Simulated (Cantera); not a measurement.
Input: 1 mol SiC, 0.0014 mol H₂O, 140 mol N₂, equilibrated at 8.10 bar.

Equilibrium computed with Cantera from the NASA thermochemical tables; the gas is ideal and each condensed phase is pure. Candidate condensed phases: C, C₆H₆, C₇H₈, C₈H₁₈, H₂O, Si, SiC, SiO₂, Si₂N₂O, Si₃N₄; 151 gas species. N₂ is the only nitrogen source here; it is nearly inert below about 1500 K, so the nitride shown seldom forms there in practice. Mutual solubility and eutectic melting of coexisting phases are not modelled. The numbers say what is thermodynamically allowed, not how fast it happens.

x: gas mole fraction; n: condensed amount in mol.

```tsv
T (K)	x N₂	x HCN	x CO	x H₂	x HNC	x C₂N₂	n C(graphite)	n Si₂N₂O(s)	n Si₃N₄(s)
1273	1.000	5.00e-7	2.03e-7	9.80e-6	3.54e-9	3.97e-11	1.000	0.00137	0.332
1323	1.000	(withheld)	(withheld)	9.65e-6	(withheld)	(withheld)	1.000	0.00131	0.332
1373	1.000	1.22e-6	1.95e-6	9.43e-6	1.31e-8	3.41e-10	1.000	0.00113	0.333
1423	1.000	1.80e-6	5.33e-6	9.13e-6	2.34e-8	8.92e-10	0.999	0.000657	0.333
1473	1.000	2.57e-6	1.00e-5	8.73e-6	3.97e-8	2.19e-9	0.998	0	0.333
1523	1.000	3.56e-6	1.00e-5	8.23e-6	6.46e-8	5.06e-9	0.998	0	0.333
1573	1.000	4.76e-6	1.00e-5	7.60e-6	1.01e-7	1.11e-8	0.998	0	0.333
1623	1.000	(withheld)	1.00e-5	(withheld)	(withheld)	(withheld)	0.998	0	0.333
1673	1.000	7.74e-6	1.00e-5	6.02e-6	2.16e-7	4.63e-8	0.997	0	0.333
1723	1.000	9.39e-6	1.00e-5	5.13e-6	2.97e-7	8.88e-8	0.997	0	0.333
1773	1.000	1.10e-5	1.00e-5	4.23e-6	3.94e-7	1.64e-7	0.997	0	0.333
1823	1.000	1.26e-5	1.00e-5	3.37e-6	5.02e-7	2.94e-7	0.997	0	0.333
1873	1.000	1.39e-5	1.00e-5	2.59e-6	6.18e-7	5.09e-7	0.996	0	0.333
```

### Question
Complete the blanks.

### Answer

- 1623, x HCN: 6.17e-6
- 1623, x H₂: 6.86e-6
- 1623, x HNC: 1.50e-7
- 1623, x C₂N₂: 2.32e-8
- 1323, x HCN: 7.96e-7
- 1323, x CO: 6.57e-7
- 1323, x HNC: 7.00e-9
- 1323, x C₂N₂: 1.21e-10
